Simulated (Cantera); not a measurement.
A closed system holds: 1 mol AlCl3, 0.47 mol O2, 780 mol N2, equilibrated at 0.170 bar.

Equilibrium computed with Cantera from the NASA thermochemical tables; the gas is ideal and each condensed phase is pure. Candidate condensed phases: Al, AlCl3, AlN, Al2O3; 24 gas species. Equilibrium is a limit: real reactors are often held back by kinetics, nucleation or transport. All values below are at 1375 K.

Base state: N2 0.998, Cl 0.00132, Cl2 0.000542, AlCl3 0.000478 (mole fractions); condensed: Al2O3(s).

### Question
What changes in the equilibrium state with this change: O2 from 0.47 to 3.2 mol?

### Answer
| species | before | after |
|---|---|---|
| N2 | 0.998 | 0.994 |
| O2 | 4.05e-8 | 0.00308 |
| Cl | 0.00132 | 0.00180 |
| AlCl3 | 0.000478 | 2.65e-7 |
| NO | 3.10e-7 | 8.54e-5 |
| Cl2 | 0.000542 | 0.00101 |
| Al2O3(s), mol | 0.313 | 0.500 |
